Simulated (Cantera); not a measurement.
**Iron carbonyl, mercury and lead vapours: PbO + H2**

Charge: 1 mol PbO, 0.65 mol H2.

Cantera equilibrium calculation (NASA polynomials, part measured and part estimated; ideal gas, pure solids and liquids). Candidate condensed phases: H2O, Pb, PbO, PbO2, Pb3O4; 12 gas species. Each liquid is taken as pure. Mutual solubility and eutectic melting of coexisting phases are not modelled. Rates play no part.

Stable condensed phases:

```
T in °C \ P in Pa
              10      52     270    1400    7200   37000  190000 1000000
    900        A       B       C       C       C       C       C       C
    875        A       B       C       C       C       C       C       C
    850        B       C       C       C       C       C       C       C
    825        B       C       C       C       C       C       C       C
    800        B       C       C       C       C       C       C       C
    775        C       C       C       C       C       C       C       C
    750        C       C       C       C       C       C       C       C
    725        C       C       C       C       C       C       C       C
    700        C       C       C       C       C       C       C       C
    675        C       C       C       C       C       C       C       C
    650        C       C       C       C       C       C       C       C
    625        C       C       C       C       C       C       C       C
```

A: gas only; B: PbO; C: Pb + PbO.
